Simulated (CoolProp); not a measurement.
Vapour-liquid equilibrium of CH2F2 (R32) (1) + propane (2) at 294.1 K; x and y are mole fractions of (1).

The numbers come from the multi-fluid Helmholtz-energy mixture model, Tillner-Roth 1997 and Lemmon 2009; pair parameters Bell 2016 in CoolProp.

Question: Give the bubble pressure and the first vapour's composition at x = 0.15, 0.65, 0.75. Is there an azeotrope?

Answer: x = 0.15: 1.434 MPa, y = 0.411; x = 0.65: 1.869 MPa, y = 0.662; x = 0.75: 1.858 MPa, y = 0.707. y crosses x between x = 0.65 and 0.75: the model has an azeotrope there.

Pair parameters are fitted to limited data, so mixtures are less certain than the pure fluids. With so large a gap from Raoult's law the liquid may split in two, which this calculation doesn't test in full.
